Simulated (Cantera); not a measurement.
Feed: 1 mol Si, 0.0059 mol O2, 45 mol H2, equilibrated at 1752 °C and 1 atm.

These are equilibrium values from Cantera (NASA tables, ideal gas, pure condensed phases), not measurements of a reactor. Candidate condensed phases: H2O, Si, SiO2; 18 gas species. Gases not in the tables: Si2H6 and higher silanes. Rates play no part.

Base state: H2 0.998, H 0.00191, SiO 0.000262, SiH2 0.000122, Si 5.75e-5, SiH 3.70e-5 (mole fractions); condensed: Si(l).

What changes in the equilibrium state with this change: temperature from 1752 °C to 900 °C?


```json
[
 {"species": "H2", "before": "0.998", "after": "1.000"},
 {"species": "SiO", "before": "0.000262", "after": "2.40e-7"},
 {"species": "H", "before": "0.00191", "after": "1.17e-7"},
 {"species": "Si", "before": "5.75e-5", "after": "<1e-9"},
 {"species": "SiH", "before": "3.70e-5", "after": "<1e-9"},
 {"species": "Si(l), mol", "before": "0.978", "after": "0"},
 {"species": "Si(s), mol", "before": "0", "after": "0.994"},
 {"species": "SiO2(β-quartz), mol", "before": "0", "after": "0.00589"}
]
```
Mutual solubility and eutectic melting of coexisting phases are not modelled. The tables hold silica as quartz up to 1696 K and as liquid above; real silica turns to tridymite and cristobalite and melts near 1996 K.

What changes in the equilibrium state with this change: Si replaced by SiC?


```tsv
species	before	after
H2	0.998	0.998
H	0.00191	0.00191
CO	0	0.000151
SiO	0.000262	0.000110
SiH2	0.000122	6.30e-5
CH4	0	4.66e-5
C2H2 (acetylene)	0	1.22e-5
Si	5.75e-5	2.97e-5
SiH	3.70e-5	1.91e-5
Si(l), mol	0.978	0
SiC(s), mol	0	0.990
```
Further candidate phases: C, C6H6, C7H8, C8H18, SiC.
